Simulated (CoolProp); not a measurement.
Vapour-liquid equilibrium of benzene (1) + n-nonane (2) at 110.55 °C; x and y are mole fractions of (1).

Model: multi-fluid Helmholtz-energy mixture model, Thol 2012 and Lemmon 2006; pair parameters Bell 2016, in CoolProp.

Give the bubble pressure and the first vapour's composition at x = 0.05, 0.65, 0.85. Is there an azeotrope?

x = 0.05: 0.4703 bar, y = 0.377; x = 0.65: 1.747 bar, y = 0.917; x = 0.85: 2.093 bar, y = 0.965. No azeotrope shows between x = 0.05 and 0.95.

The pair parameters rest on a limited set of measurements; away from them the model extrapolates.
